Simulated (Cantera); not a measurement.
A closed system holds: 1 mol KCl, 1.2 mol H₂, at 1727 °C and 750 Torr.

These are equilibrium values from Cantera (NASA tables, ideal gas, pure condensed phases), not measurements of a reactor. Candidate condensed phases: K, KCl; 10 gas species. Equilibrium is a limit: real reactors are often held back by kinetics, nucleation or transport.

Base state: H₂ 0.541, KCl 0.423, HCl 0.0117, K 0.0117, K₂Cl₂ 0.0106, H 0.00120, KH 3.58e-5, Cl 1.93e-5 (mole fractions); condensed: gas only.

Problem. What changes in the equilibrium state with this change: pressure from 750 Torr to 218 Torr?

Solution. 
```csv
species,before,after
H₂,0.541,0.533
KCl,0.423,0.429
K,0.0117,0.0160
K₂Cl₂,0.0106,0.00317
HCl,0.0117,0.0160
Cl,1.93e-5,4.93e-5
H,0.00120,0.00220
KH,3.58e-5,2.62e-5
```

Problem. What changes in the equilibrium state with this change: temperature from 1727 °C to 1125 °C?

Solution. 
| species | before | after |
|---|---|---|
| H₂ | 0.541 | 0.915 |
| KCl | 0.423 | 0.0613 |
| K₂Cl₂ | 0.0106 | 0.0229 |
| K | 0.0117 | 0.000333 |
| HCl | 0.0117 | 0.000334 |
| Cl | 1.93e-5 | 1.36e-9 |
| H | 0.00120 | 4.53e-6 |
| KH | 3.58e-5 | 5.43e-7 |
| KCl(l), mol | 0 | 0.859 |

Problem. What changes in the equilibrium state with this change: pressure from 750 Torr to 8.25 Torr?

Solution. 
| species | before | after |
|---|---|---|
| H₂ | 0.541 | 0.510 |
| KCl | 0.423 | 0.408 |
| K | 0.0117 | 0.0352 |
| HCl | 0.0117 | 0.0347 |
| K₂Cl₂ | 0.0106 | 0.000109 |
| H | 0.00120 | 0.0111 |
| Cl | 1.93e-5 | 0.000561 |
| KH | 3.58e-5 | 1.10e-5 |
